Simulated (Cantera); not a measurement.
**Stirred combustor or abatement burner**

A perfectly stirred reactor is fed with 4.06 % CH4, 0.207 % C2H6, 20.1 % O2, 75.6 % N2, equivalence ratio 0.44, at 2.10 bar; it is adiabatic with a 775 K inlet, and is followed from long to short residence time, starting on the burning branch (τ in s: 0.032, 0.015, 0.0074, 0.0036, 0.0017, 0.00083, 0.0004, 0.00019, 9.4e-05, 4.5e-05, 2.2e-05, 1.1e-05, 5.1e-06).

Model: GRI-Mech 3.0 (53 species, 325 reactions), integrated in Cantera.

```json
[
 {"τ (s)": "0.032", "T (K)": "1753", "x CH4": "1.55e-5", "x C2H6": "1.94e-7", "x O2": "0.112", "x HCO": "1.53e-8", "x HCN": "3.24e-9", "x NO": "8.61e-6"},
 {"τ (s)": "0.015", "T (K)": "1750", "x CH4": "2.53e-5", "x C2H6": "3.27e-7", "x O2": "0.112", "x HCO": "3.34e-8", "x HCN": "3.94e-9", "x NO": "7.85e-6"},
 {"τ (s)": "0.0074", "T (K)": "1745", "x CH4": "3.99e-5", "x C2H6": "5.26e-7", "x O2": "0.113", "x HCO": "6.94e-8", "x HCN": "4.75e-9", "x NO": "7.04e-6"},
 {"τ (s)": "0.0036", "T (K)": "1737", "x CH4": "6.38e-5", "x C2H6": "8.50e-7", "x O2": "0.113", "x HCO": "1.47e-7", "x HCN": "5.87e-9", "x NO": "5.99e-6"},
 {"τ (s)": "0.0017", "T (K)": "1725", "x CH4": "0.000105", "x C2H6": "1.41e-6", "x O2": "0.113", "x HCO": "3.20e-7", "x HCN": "7.76e-9", "x NO": "4.80e-6"},
 {"τ (s)": "0.00083", "T (K)": "1706", "x CH4": "0.000175", "x C2H6": "2.33e-6", "x O2": "0.114", "x HCO": "6.71e-7", "x HCN": "1.10e-8", "x NO": "3.74e-6"},
 {"τ (s)": "0.00040", "T (K)": "1677", "x CH4": "0.000310", "x C2H6": "4.11e-6", "x O2": "0.115", "x HCO": "1.41e-6", "x HCN": "1.69e-8", "x NO": "2.77e-6"},
 {"τ (s)": "0.00019", "T (K)": "1627", "x CH4": "0.000648", "x C2H6": "8.55e-6", "x O2": "0.118", "x HCO": "3.00e-6", "x HCN": "2.78e-8", "x NO": "1.73e-6"},
 {"τ (s)": "9.4e-5", "T (K)": "775", "x CH4": "0.0406", "x C2H6": "0.00207", "x O2": "0.201", "x HCO": "<1e-12", "x HCN": "<1e-12", "x NO": "<1e-12"},
 {"τ (s)": "4.5e-5", "T (K)": "775", "x CH4": "0.0406", "x C2H6": "0.00207", "x O2": "0.201", "x HCO": "<1e-12", "x HCN": "<1e-12", "x NO": "<1e-12"},
 {"τ (s)": "2.2e-5", "T (K)": "775", "x CH4": "0.0406", "x C2H6": "0.00207", "x O2": "0.201", "x HCO": "<1e-12", "x HCN": "<1e-12", "x NO": "<1e-12"},
 {"τ (s)": "1.1e-5", "T (K)": "775", "x CH4": "0.0406", "x C2H6": "0.00207", "x O2": "0.201", "x HCO": "<1e-12", "x HCN": "<1e-12", "x NO": "<1e-12"},
 {"τ (s)": "5.1e-6", "T (K)": "775", "x CH4": "0.0406", "x C2H6": "0.00207", "x O2": "0.201", "x HCO": "<1e-12", "x HCN": "<1e-12", "x NO": "<1e-12"}
]
```
x: mole fraction; the columns are a selection and need not sum to one.
